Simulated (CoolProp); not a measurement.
The numbers come from the reference Helmholtz-energy equation of state, Span 2000 in CoolProp.

Question: For nitrogen, give the phase and the cp (kJ/(kg K)), cv (kJ/(kg K)), Joule-Thomson coefficient (K/MPa) at 170.2 K and 0.101 MPa; 200.2 K and 0.101 MPa.

Answer: 
- 170.2 K and 0.101 MPa: gas; cp 1.05, cv 0.744, Joule-Thomson coefficient 6.22
- 200.2 K and 0.101 MPa: gas; cp 1.04, cv 0.743, Joule-Thomson coefficient 4.67
